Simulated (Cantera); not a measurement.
A freely propagating, adiabatic, planar premixed flame of C₃H₈ : O₂ : N₂ : CO₂ = 1 : 7.46 : 28.1 : 3.4 (molar parts), unburnt at 600 K and 1.00 atm; mixture-averaged transport, grid criteria slope 0.08 and curve 0.16, no radiation.

Cantera simulation using GRI-Mech 3.0 (53 species, 325 reactions); the numbers are that mechanism's predictions, not measurements. GRI-Mech 3.0 was tuned for natural gas; its chemistry of propane as a main component is partial and can be far from experiment. Burning velocities carry a grid error of a few per cent, more on coarse grids.

**Question.** What does this change do: N2 28.1 to 22 parts?

**Answer.** 
| quantity | before | after |
|---|---|---|
| laminar burning velocity | 67.2 cm/s | 94.8 cm/s |
| thermal thickness | 0.448 mm | 0.354 mm |
| peak x(CH₂CO) | 0.000843 | 0.00110 |
| peak x(OH) | 0.00432 | 0.00665 |
